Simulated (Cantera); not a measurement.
An isothermal, constant-pressure homogeneous reactor starts with H2 : O2 : N2 = 1.5 : 1 : 0.54 (molar parts), equivalence ratio 0.75, at 775 K and 0.730 bar. Integrator tolerance rtol = 1e-08.

Computed with Cantera and the H2/O2 subset of GRI-Mech 3.0, which has no nitrogen chemistry. Below about 950 K walls govern HO2 and H2O2 in real vessels. The temperature is held fixed by assumption; the heat of reaction is taken as removed at once.

Question: What does this change do: temperature 775 to 1125 K?

Answer: 
```tsv
quantity	before	after
x(H2) at 20.0 s	0.493 (gas-phase equilibrium <1e-12)	5.63e-9 (gas-phase equilibrium 5.63e-9)
x(O2) at 20.0 s	0.329 (gas-phase equilibrium 0.109)	0.109 (gas-phase equilibrium 0.109)
x(OH) at 20.0 s	3.40e-11 (gas-phase equilibrium 9.37e-10)	2.38e-6 (gas-phase equilibrium 2.38e-6)
x(O) at 20.0 s	2.92e-11 (gas-phase equilibrium <1e-12)	1.80e-9 (gas-phase equilibrium 1.80e-9)
x(H2O) at 20.0 s	0.000676 (gas-phase equilibrium 0.655)	0.655 (gas-phase equilibrium 0.655)
x(HO2) at 20.0 s	2.82e-6 (gas-phase equilibrium 1.30e-11)	7.98e-9 (gas-phase equilibrium 7.98e-9)
```
